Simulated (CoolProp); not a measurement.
The numbers come from the reference Helmholtz-energy equation of state, Lemmon 2006 in CoolProp. It is a short technical equation, of lower accuracy than the large ones.

Task: For R142b, give the phase and the speed of sound (m/s), Joule-Thomson coefficient (K/MPa), fugacity coefficient at 44.95 °C and 7.62 bar; 95.55 °C and 7.62 bar.

Result: 
- 44.95 °C and 7.62 bar: liquid; speed of sound 559, Joule-Thomson coefficient -0.102, fugacity coefficient 0.695
- 95.55 °C and 7.62 bar: gas; speed of sound 168, Joule-Thomson coefficient 14.8, fugacity coefficient 0.909
